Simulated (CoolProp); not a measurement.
Saturated liquid density (kg/m³) of dodecamethylcyclohexasiloxane (D6): the reference equation beside estimates from Tc = 372.6 °C, pc = 961.4 kPa, ω = 0.736.

The numbers come from the reference Helmholtz-energy equation of state, Colonna 2008 in CoolProp. It is a short technical equation, of lower accuracy than the large ones.

| T (°C) | reference | van der Waals | Redlich-Kwong |
|---|---|---|---|
| 210.05 | 753.2 | (withheld) | 623.5 |
| 217.85 | 742.9 | 429.3 | 613.8 |
| 225.65 | 732.3 | 423.8 | 604.0 |
| 233.45 | 721.4 | 418.1 | 593.8 |
| 241.25 | 710.3 | (withheld) | 583.3 |
| 249.05 | 698.9 | 406.3 | 572.4 |
| 256.85 | 687.1 | (withheld) | 561.1 |
| 264.65 | 675.0 | 393.6 | 549.5 |
| 272.45 | (withheld) | 386.8 | 537.4 |
| 280.25 | 649.1 | 379.9 | (withheld) |
| 288.05 | 635.4 | 372.6 | (withheld) |
| 295.95 | 620.7 | 364.8 | (withheld) |
| 303.75 | 605.3 | 356.7 | 483.3 |

Question: Some entries are withheld; supply them.

Answer: 
- 210.05, van der Waals: 434.7
- 241.25, van der Waals: 412.3
- 256.85, van der Waals: 400.0
- 272.45, reference: 662.3
- 280.25, Redlich-Kwong: 524.8
- 288.05, Redlich-Kwong: 511.7
- 295.95, Redlich-Kwong: 497.7

Absolute difference from the reference over all 13 rows, mean and median: van der Waals 41.7 and 41.8 %, Redlich-Kwong 18.5 and 18.3 %.
